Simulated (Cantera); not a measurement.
## Equilibrium for oxide etching and cleaning by halides: Fe2O3 + Cl2 + H2

Feed: 1 mol Fe2O3, a varied amount of Cl2, 4.6 mol H2, equilibrated at 1900 K and 133 Pa.

Equilibrium computed with Cantera from the NASA thermochemical tables; the gas is ideal and each condensed phase is pure. Candidate condensed phases: Fe, FeCl2, FeCl3, FeO, Fe(OH)2, Fe(OH)3, Fe2O3, Fe3O4, H2O; 22 gas species. The tables' stoichiometric FeO is somewhat more stable than real wüstite, so its field is too wide. FeO: taken at fixed stoichiometry. Rates play no part.

```tsv
n(Cl2) (mol)	log p Cl	log p HCl	log p H2O	log p FeCl2	log p H2	log p O2	log p Fe	n FeO(l)
2.7	-4.67	-3.36	-3.36	-3.61	-3.82	-6.83	-4.76	0.498
3.5	-4.33	-3.31	-3.35	-3.53	-4.41	-5.65	-5.35	0.126
4.4	-3.94	-3.26	-3.46	-3.56	-5.08	-4.54	-6.16	0
5.5	-3.71	-3.21	-3.67	-3.64	-5.44	-4.22	-6.70	0
7	-3.52	-3.20	-3.96	-3.73	-5.80	-4.09	-7.17	0
8.8	-3.36	-3.22	-4.32	-3.82	-6.17	-4.06	-7.58	0
11	-3.24	-3.28	-4.70	-3.91	-6.54	-4.10	-7.92	0
14	-3.14	-3.37	-5.11	-4.02	-6.91	-4.18	-8.22	0
18	-3.07	-3.47	-5.51	-4.12	-7.25	-4.27	-8.47	0
```
log p: log10 of the partial pressure in bar; n: condensed amount in mol.

From 2.7 mol Cl2 to 3.5 mol Cl2 the condensed part is FeO(l). From 4.4 mol Cl2 to 18 mol Cl2 nothing is condensed. The main Fe-bearing gas is FeCl2 throughout.
